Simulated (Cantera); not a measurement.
Standard-state values (1 bar) from the NASA 1993 polynomials, evaluated with Cantera. Values are per mole of reaction as written; species without (g) are pure solids or liquids, kept so even where they would boil at 1 bar. FeO: taken at fixed stoichiometry.

2 N(g) + Fe2O3 = 2 FeO + N2O(g)

```csv
T (K),ΔH° (kJ),ΔS° (J/K),ΔG° (kJ),log10 K,condensed phases
973,(withheld),(withheld),(withheld),(withheld),"Fe2O3(s), FeO(s)"
1073,(withheld),(withheld),(withheld),(withheld),"Fe2O3(s), FeO(s)"
1173,(withheld),(withheld),(withheld),(withheld),"Fe2O3(s), FeO(s)"
1273,-603.0,-82.4,-498.2,20.44,"Fe2O3(s), FeO(s)"
1373,-603.2,-82.5,-489.9,18.64,"Fe2O3(s), FeO(s)"
1473,-603.1,-82.4,-481.7,17.08,"Fe2O3(s), FeO(s)"
1573,-602.9,-82.3,-473.5,15.72,"Fe2O3(s), FeO(s)"
1673,(withheld),(withheld),(withheld),(withheld),"Fe2O3(s), FeO(l)"
```

Task: What belongs in the gaps?

Result: 
- 973, ΔH° (kJ): -599.7
- 973, ΔS° (J/K): -79.3
- 973, ΔG° (kJ): -522.5
- 973, log10 K: 28.05
- 1073, ΔH° (kJ): -601.5
- 1073, ΔS° (J/K): -81.0
- 1073, ΔG° (kJ): -514.5
- 1073, log10 K: 25.05
- 1173, ΔH° (kJ): -602.5
- 1173, ΔS° (J/K): -81.9
- 1173, ΔG° (kJ): -506.4
- 1173, log10 K: 22.55
- 1673, ΔH° (kJ): -554.2
- 1673, ΔS° (J/K): -52.8
- 1673, ΔG° (kJ): -465.9
- 1673, log10 K: 14.55
